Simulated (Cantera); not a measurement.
## Thermodynamics of thermal oxidation and active oxidation of silicon, feed Si + N₂O + N₂ + H₂O

A closed system holds: 1 mol Si, 0.018 mol N₂O, 540 mol N₂, 0.073 mol H₂O, at 1173 K and 13.3 mbar.

Equilibrium computed with Cantera from the NASA thermochemical tables; the gas is ideal and each condensed phase is pure. Candidate condensed phases: H₂O, Si, SiO₂, Si₂N₂O, Si₃N₄; 35 gas species. Mutual solubility and eutectic melting of coexisting phases are not modelled. Rates play no part.

```json
{
  "x(N₂)": "1.000",
  "x(H₂)": "0.000135",
  "n(Si₂N₂O(s))": "0.0910 mol",
  "n(Si₃N₄(s))": "0.273 mol",
  "gas_amount": "539.5 mol",
  "log10 activity of Si(s) (absent)": "-4.03"
}
```
